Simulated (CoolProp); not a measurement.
Computed with CoolProp (reference Helmholtz-energy equation of state, Span 2000).

Give the vapour pressure (bar), liquid density (kg/m³), liquid cp (kJ/(kg K)), surface tension (mN/m) of saturated nitrogen at -162.35 °C.


```json
[
 {"T (°C)": "-162.35", "p (bar)": "15.3", "liquid density (kg/m³)": "615", "liquid cp (kJ/(kg K))": "2.80", "surface tension (mN/m)": "2.11"}
]
```

Surface tension comes from a separate correlation (Mulero 2012).
